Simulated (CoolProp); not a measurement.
Vapour-liquid equilibrium of CHF3 (R23) (1) + R125 (2) at 273.2 K; x and y are mole fractions of (1).

Computed with CoolProp (multi-fluid Helmholtz-energy mixture model, Penoncello 2003 and Lemmon 2005; pair parameters Bell 2016).

```tsv
x	bubble pressure (bar)	y at the bubble point	dew pressure at overall composition x (bar)	liquid density (mol/L)
0.05	7.443	0.126	6.988	11.16
0.125	8.581	0.280	7.438	11.42
0.2	9.767	0.404	7.950	11.68
0.275	11.00	0.505	8.536	11.95
0.35	12.27	0.589	9.212	12.23
0.425	13.57	0.660	10.000	12.51
0.5	14.91	0.721	10.93	12.79
0.575	16.28	0.774	12.04	13.09
0.65	17.69	0.821	13.37	13.38
0.725	19.14	0.864	15.01	13.68
0.8	20.64	0.904	17.03	13.98
0.875	22.20	0.941	19.54	14.29
0.95	23.84	0.977	22.61	14.58
```

No azeotrope shows between x = 0.05 and 0.95.

Pair parameters are fitted to limited data, so mixtures are less certain than the pure fluids.
